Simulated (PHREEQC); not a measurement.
1 kg of water holding 0.11 mol NaCl, 0.0038 mol KCl, 0.0048 mol CaCl2, 0.14 mol SrCl2 and 0.37 mol MgCl2 is evaporated at 20 °C; the solids stay in contact with the brine. CO2 from the air is kept out. The run lets Bischofite, Brucite, Carnallite, Halite, Portlandite, Sylvite, MgCl2_4H2O precipitate or redissolve, and no other solid.

The series has 13 steps of water left (kg), from 1 to 0.09502.

Equilibrium calculation in PHREEQC: Pitzer model, pitzer.dat.

Task: Which solids form, in which order, and at which step of the series does each first stand?

Result: Halite from water left = 0.1156 kg.

Complexes and solids missing from the database can't appear.
